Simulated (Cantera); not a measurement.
# C2H4 + H2O (carbon deposition, reforming and gasification)

Input: 1 mol C2H4, 3.6 mol H2O, at 1.10 mbar.

Equilibrium computed with Cantera from the NASA thermochemical tables; the gas is ideal and each condensed phase is pure. Candidate condensed phases: C, C6H6, C7H8, C8H18, H2O; 110 gas species. Rates play no part.

```json
[
 {"T (°C)": "2052", "x H": "0.207", "x H2": "0.390", "x CO": "0.218", "x H2O": "0.151", "x O": "0.00484", "x OH": "0.0134", "x CO2": "0.0149", "x O2": "0.000784"},
 {"T (°C)": "2102", "x H": "0.254", "x H2": "0.357", "x CO": "0.211", "x H2O": "0.138", "x O": "0.00835", "x OH": "0.0174", "x CO2": "0.0139", "x O2": "0.00134"},
 {"T (°C)": "2152", "x H": "0.306", "x H2": "0.321", "x CO": "0.203", "x H2O": "0.120", "x O": "0.0138", "x OH": "0.0217", "x CO2": "0.0127", "x O2": "0.00214"},
 {"T (°C)": "2202", "x H": "0.361", "x H2": "0.283", "x CO": "0.195", "x H2O": "0.0999", "x O": "0.0216", "x OH": "0.0256", "x CO2": "0.0112", "x O2": "0.00314"},
 {"T (°C)": "2252", "x H": "0.418", "x H2": "0.245", "x CO": "0.186", "x H2O": "0.0780", "x O": "0.0318", "x OH": "0.0284", "x CO2": "0.00944", "x O2": "0.00415"},
 {"T (°C)": "2302", "x H": "0.475", "x H2": "0.207", "x CO": "0.176", "x H2O": "0.0567", "x O": "0.0438", "x OH": "0.0293", "x CO2": "0.00756", "x O2": "0.00490"},
 {"T (°C)": "2352", "x H": "0.528", "x H2": "0.170", "x CO": "0.168", "x H2O": "0.0383", "x O": "0.0564", "x OH": "0.0282", "x CO2": "0.00578", "x O2": "0.00516"},
 {"T (°C)": "2402", "x H": "0.576", "x H2": "0.137", "x CO": "0.161", "x H2O": "0.0241", "x O": "0.0684", "x OH": "0.0254", "x CO2": "0.00425", "x O2": "0.00488"},
 {"T (°C)": "2452", "x H": "0.617", "x H2": "0.107", "x CO": "0.154", "x H2O": "0.0143", "x O": "0.0786", "x OH": "0.0216", "x CO2": "0.00303", "x O2": "0.00422"},
 {"T (°C)": "2502", "x H": "0.650", "x H2": "0.0828", "x CO": "0.150", "x H2O": "0.00813", "x O": "0.0867", "x OH": "0.0175", "x CO2": "0.00212", "x O2": "0.00342"}
]
```
x: gas mole fraction; nothing condenses.

From 2052 °C to 2502 °C nothing is condensed. The main C-bearing gas is CO throughout.
